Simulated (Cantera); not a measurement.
Input: 1 mol Si, 0.013 mol N₂O, 2.5 mol N₂, 0.064 mol CO₂, equilibrated at 10000 Pa.

Method: chemical equilibrium by Gibbs-energy minimisation in Cantera with the NASA 1993 tables (ideal gas, pure condensed phases). Candidate condensed phases: C, Si, SiC, SiO₂, Si₂N₂O, Si₃N₄; 34 gas species. Mutual solubility and eutectic melting of coexisting phases are not modelled. The numbers say what is thermodynamically allowed, not how fast it happens.

log p: log10 of the partial pressure in bar; n: condensed amount in mol.

```
T (K)  log p N₂  log p CO   log p SiO  log p Si  log p SiN  n C(graphite)  n Si₂N₂O(s)  n Si₃N₄(s)  n SiC(s)
-----  --------  --------  ----------  --------  ---------  -------------  -----------  ----------  --------
1198      -1.00     -7.26  (withheld)      <-13       <-13         0.0640        0.141       0.239         0
1273      -1.00     -6.42  (withheld)      <-13       <-13         0.0640        0.141       0.239         0
1348      -1.00     -5.67  (withheld)    -12.91     -12.99         0.0640        0.141       0.239         0
1423      -1.00     -5.00  (withheld)    -11.50     -11.74         0.0638        0.141       0.239         0
1498      -1.00     -4.40  (withheld)    -10.23     -10.61         0.0632        0.140       0.240         0
1573      -1.00     -4.06  (withheld)     -9.08      -9.60              0        0.139       0.220    0.0623
1648      -1.00     -3.82  (withheld)     -8.04      -8.68              0        0.138       0.221    0.0611
1723      -1.00     -3.61  (withheld)     -7.09      -7.84              0        0.136       0.223    0.0593
1798      -1.00     -3.42  (withheld)     -6.22      -7.07              0        0.131       0.226    0.0566
```

Problem. Complete the blanks.

Solution. 
- 1198, log p SiO: -12.27
- 1273, log p SiO: -10.77
- 1348, log p SiO: -9.44
- 1423, log p SiO: -8.26
- 1498, log p SiO: -7.20
- 1573, log p SiO: -6.24
- 1648, log p SiO: -5.37
- 1723, log p SiO: -4.58
- 1798, log p SiO: -3.85
